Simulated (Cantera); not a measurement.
A Cantera script and its output.

```python
import numpy as np
import cantera as ct

gas = ct.Solution("gri30.yaml")
gas.TPX = 998, 1333, {'H2': 0.025, 'O2': 1}
reactor = ct.IdealGasConstPressureReactor(gas, energy="off", clone=False)
net = ct.ReactorNet([reactor])
net.rtol, net.atol = 1e-08, 1e-18
show = ['H2', 'O2', 'H2O', 'H2O2', 'H', 'O']
times = np.geomspace(5e-05, 60, 9)

steps = ct.SolutionArray(gas, extra=["t"])
rows = []
print(f"{'t/s':>10s}{'T/K':>9s}{'P/Pa':>11s}" + "".join(f"{s:>11s}" for s in show))
for t in times:
    while net.time < t:
        t_next = net.step()
        steps.append(gas.state, t=t_next)
    rows.append([np.interp(t, steps.t, y) for y in (steps.T, steps.P, *steps(*show).X.T)])
    print(f"{t:10.3e}{rows[-1][0]:9.1f}{rows[-1][1]:11.4g}" + "".join(f"{x:11.3e}" for x in rows[-1][2:]))
rate = np.gradient(steps.T, steps.t)
print("integrator steps:", len(steps.t))
if steps.T.max() > steps.T[0] + 200:
    print(f"time of steepest temperature rise: {steps.t[rate.argmax()]:.4e} s")
gas.TPX = 998, 1333, {'H2': 0.025, 'O2': 1}
gas.equilibrate("TP")
print(f"equilibrium (TP): T = {gas.T:.1f} K  " + "  ".join(f"{s} {gas[s].X[0]:.3e}" for s in show))
```

It prints:

```
       t/s      T/K       P/Pa         H2         O2        H2O       H2O2          H          O
 5.000e-05    998.0       1333  2.439e-02  9.756e-01  1.508e-13  6.670e-17  9.248e-12  1.804e-12
 2.877e-04    998.0       1333  2.439e-02  9.756e-01  1.770e-11  2.219e-15  3.823e-11  4.172e-11
 1.655e-03    998.0       1333  2.439e-02  9.756e-01  2.257e-09  7.643e-14  7.003e-10  1.883e-09
 9.521e-03    998.0       1333  1.980e-02  9.723e-01  3.553e-03  7.869e-08  1.104e-03  2.308e-03
 5.477e-02    998.0       1333  9.308e-05  9.709e-01  2.409e-02  4.583e-08  4.556e-04  4.005e-03
 3.151e-01    998.0       1333  4.842e-06  9.750e-01  2.463e-02  3.230e-08  5.987e-06  2.316e-04
 1.813e+00    998.0       1333  1.750e-07  9.753e-01  2.468e-02  1.065e-08  5.198e-08  9.711e-06
 1.043e+01    998.0       1333  1.072e-08  9.753e-01  2.469e-02  2.053e-09  9.726e-10  6.829e-07
 6.000e+01    998.0       1333  1.136e-09  9.753e-01  2.469e-02  3.538e-10  3.742e-11  7.791e-08
integrator steps: 1731
equilibrium (TP): T = 998.0 K  H2 1.794e-11  O2 9.753e-01  H2O 2.469e-02  H2O2 7.727e-12  H 7.945e-14  O 1.274e-09
```

Cantera simulation using GRI-Mech 3.0 (53 species, 325 reactions); the numbers are that mechanism's predictions, not measurements. Radical loss at walls, strong at low pressure, is not modelled.
